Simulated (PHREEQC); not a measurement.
Solution (25 °C): 0.016 mol/kgw AgNO3 and 0.045 mol/kgw NaNO3. Closed to the air; pH follows from the charge balance.

Computed with PHREEQC (ion-association model, wateq4f.dat).

Precipitation was switched off in this run.

### Question
Estimate the pH.

### Answer
pH 6.84.

### Question
In which forms is Ag present?

### Answer
Ag+ 98 %, AgNO3 1.9 % of the Ag.
